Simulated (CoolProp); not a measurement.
R134a at 298.15 K and 0.422 MPa flows at 6.3 m/s in a round tube of 6 mm bore and 0.25 µm roughness, fully developed (64/Re and Nu = 3.66 if laminar; Colebrook and Gnielinski if turbulent). Each further row changes one setting.

The numbers come from the reference Helmholtz-energy equation of state, Tillner-Roth 1994 in CoolProp.

```tsv
case	Reynolds number	Darcy friction factor	pressure drop (Pa/m)	heat-transfer coefficient (W/(m² K))	mass flow (kg/h)
as stated	61600	(withheld)	(withheld)	303	12.3
velocity 12.6 m/s	123000	0.0175	4420	527	(withheld)
diameter 12 mm	123000	0.0174	549	262	49.0
```

Problem. What belongs in the gaps?

Solution. 
- as stated, Darcy friction factor: 0.0201
- as stated, pressure drop (Pa/m): 1270
- velocity 12.6 m/s, mass flow (kg/h): 24.5

Viscosity comes from a separate model (Huber 2003), an estimate that may be off by 10 % or more. Thermal conductivity comes from a separate model (McLinden 2000), an estimate that may be off by 10 % or more.
